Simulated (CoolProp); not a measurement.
A closed Brayton cycle with carbon dioxide: compressor inlet 319.15 K and 8.7 MPa, high pressure 17.8 MPa, turbine inlet 660 K, compressor efficiency 0.89, turbine efficiency 0.9, recuperator effectiveness 0.9 (on enthalpy, no pinch check). Each further row changes one setting.

The numbers come from the reference Helmholtz-energy equation of state, Span 1996 in CoolProp.

```json
[
 {"case": "as stated", "thermal efficiency (%)": "26.3", "net work (kJ/kg)": "46.3", "compressor to turbine work": "0.38", "compressor exit (K)": "370.6", "turbine exit (K)": "583.8"},
 {"case": "turbine inlet 610 K", "thermal efficiency (%)": "24.0", "net work (kJ/kg)": "___", "compressor to turbine work": "0.42", "compressor exit (K)": "370.6", "turbine exit (K)": "___"},
 {"case": "compressor inlet 329.15 K", "thermal efficiency (%)": "___", "net work (kJ/kg)": "___", "compressor to turbine work": "0.46", "compressor exit (K)": "388.0", "turbine exit (K)": "583.8"},
 {"case": "high pressure 15.1 MPa", "thermal efficiency (%)": "24.4", "net work (kJ/kg)": "37.5", "compressor to turbine work": "0.35", "compressor exit (K)": "358.6", "turbine exit (K)": "___"},
 {"case": "recuperator effectiveness 0.5", "thermal efficiency (%)": "___", "net work (kJ/kg)": "46.3", "compressor to turbine work": "0.38", "compressor exit (K)": "370.6", "turbine exit (K)": "583.8"}
]
```

### Question
Some entries are withheld; supply them.

### Answer

- turbine inlet 610 K, net work (kJ/kg): 39.2
- turbine inlet 610 K, turbine exit (K): 536.7
- compressor inlet 329.15 K, thermal efficiency (%): 25.3
- compressor inlet 329.15 K, net work (kJ/kg): 40.3
- high pressure 15.1 MPa, turbine exit (K): 601.1
- recuperator effectiveness 0.5, thermal efficiency (%): 16.7
